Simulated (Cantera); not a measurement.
A freely propagating, adiabatic, planar premixed flame of CH₄ : C₂H₆ : C₃H₈ : O₂ : N₂ = 1 : 0.49 : 0.17 : 3.51 : 13.2 (molar parts), equivalence ratio 1.3, unburnt at 398 K and 0.132 atm; mixture-averaged transport, grid criteria slope 0.08 and curve 0.16, no radiation.

Computed with Cantera and GRI-Mech 3.0 (53 species, 325 reactions). Burning velocities carry a grid error of a few per cent, more on coarse grids.

What does this change do: O2 3.51 to 2.7 parts?


```csv
quantity,before,after
laminar burning velocity,75.8 cm/s,14.5 cm/s
thermal thickness,2.27 mm,9.14 mm
peak x(O),0.00167,2.50e-5
```
